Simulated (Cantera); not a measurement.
Input (Python, Cantera):

```python
import numpy as np
import cantera as ct

gas = ct.Solution("gri30.yaml")
gas.TPX = 1273, 3700, {'C2H4': 1, 'H2': 55}
reactor = ct.IdealGasConstPressureReactor(gas, energy="off", clone=False)
net = ct.ReactorNet([reactor])
net.rtol, net.atol = 1e-08, 1e-18
show = ['C2H4', 'H2', 'C2H2', 'H', 'C2H', 'C2H6']
times = np.geomspace(7e-05, 30, 14)

steps = ct.SolutionArray(gas, extra=["t"])
rows = []
print(f"{'t/s':>10s}{'T/K':>9s}{'P/Pa':>11s}" + "".join(f"{s:>11s}" for s in show))
for t in times:
    while net.time < t:
        t_next = net.step()
        steps.append(gas.state, t=t_next)
    rows.append([np.interp(t, steps.t, y) for y in (steps.T, steps.P, *steps(*show).X.T)])
    print(f"{t:10.3e}{rows[-1][0]:9.1f}{rows[-1][1]:11.4g}" + "".join(f"{x:11.3e}" for x in rows[-1][2:]))
rate = np.gradient(steps.T, steps.t)
print("integrator steps:", len(steps.t))
if steps.T.max() > steps.T[0] + 200:
    print(f"time of steepest temperature rise: {steps.t[rate.argmax()]:.4e} s")
gas.TPX = 1273, 3700, {'C2H4': 1, 'H2': 55}
gas.equilibrate("TP")
print(f"equilibrium (TP): T = {gas.T:.1f} K  " + "  ".join(f"{s} {gas[s].X[0]:.3e}" for s in show))
```

Result:

```
       t/s      T/K       P/Pa       C2H4         H2       C2H2          H        C2H       C2H6
 7.000e-05   1273.0       3700  1.786e-02  9.821e-01  3.386e-08  2.011e-11  2.538e-22  1.041e-12
 1.898e-04   1273.0       3700  1.786e-02  9.821e-01  9.183e-08  6.109e-11  2.053e-21  4.478e-12
 5.147e-04   1273.0       3700  1.786e-02  9.821e-01  2.490e-07  1.746e-10  1.583e-20  1.574e-11
 1.396e-03   1273.0       3700  1.786e-02  9.821e-01  6.755e-07  4.827e-10  1.188e-19  5.623e-11
 3.785e-03   1273.0       3700  1.786e-02  9.821e-01  1.833e-06  1.319e-09  8.811e-19  2.389e-10
 1.026e-02   1273.0       3700  1.785e-02  9.821e-01  4.979e-06  3.602e-09  6.525e-18  1.267e-09
 2.783e-02   1273.0       3700  1.784e-02  9.821e-01  1.357e-05  1.002e-08  4.941e-17  7.982e-09
 7.546e-02   1273.0       3700  1.782e-02  9.821e-01  3.737e-05  3.176e-08  4.309e-16  5.789e-08
 2.046e-01   1273.0       3700  1.774e-02  9.821e-01  1.097e-04  2.039e-07  8.116e-15  6.472e-07
 5.549e-01   1273.0       3700  1.683e-02  9.821e-01  9.776e-04  7.457e-06  2.645e-12  2.387e-05
 1.505e+00   1273.0       3700  1.006e-02  9.821e-01  7.496e-03  1.176e-05  3.198e-11  2.109e-05
 4.080e+00   1273.0       3700  3.640e-03  9.821e-01  1.365e-02  1.131e-05  5.601e-11  7.489e-06
 1.106e+01   1273.0       3700  2.193e-03  9.819e-01  1.490e-02  1.075e-05  5.816e-11  4.423e-06
 3.000e+01   1273.0       3700  2.124e-03  9.815e-01  1.458e-02  1.040e-05  5.503e-11  4.273e-06
integrator steps: 600
equilibrium (TP): T = 1273.0 K  C2H4 4.382e-04  H2 9.673e-01  C2H2 2.986e-03  H 3.670e-06  C2H 4.038e-12  C2H6 1.045e-06
```

Computed with Cantera and GRI-Mech 3.0 (53 species, 325 reactions). GRI-Mech 3.0 was tuned for natural gas; its chemistry of ethylene as a main component is partial and can be far from experiment. GRI-Mech 3.0 stops at C3 and has no aromatics, soot or wall deposition, so with more carbon than oxygen in the feed, carbon stays in small species such as C2H2 where larger ones or solid carbon would form. Radical loss at walls, strong at low pressure, is not modelled.
